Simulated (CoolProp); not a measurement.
The fluid at 405.37 K and 2.65 MPa flows at 13 m/s in a round tube of 2 mm bore and 0.25 µm roughness, fully developed (64/Re and Nu = 3.66 if laminar; Colebrook and Gnielinski if turbulent). The same conditions are run with several fluids, on thermodynamics alone (safety and materials aside).

Model: reference Helmholtz-energy equation of state of each fluid (R11: Jacobsen 1992; m-xylene: Zhou 2012; R141b: Lemmon 2006; methanol: de Reuck 1993; n-octane: Beckmüller 2019), in CoolProp.

Q: Rank R11, m-xylene, R141b, methanol, n-octane by Reynolds number, highest first.

A: R11 (183000), R141b (180000), methanol (106000), m-xylene (84300), n-octane (80300)

```tsv
fluid	Darcy friction factor	pressure drop (Pa/m)	heat-transfer coefficient (W/(m² K))	mass flow (kg/h)
R11	0.0168	837000	20700	173
m-xylene	0.0192	623000	23100	113
R141b	0.0169	710000	22900	147
methanol	0.0185	526000	41000	99.3
n-octane	0.0194	501000	21900	89.7
```

Transport values come from each fluid's own correlations; those of R11, R141b are estimates that may be off by 10 % or more.
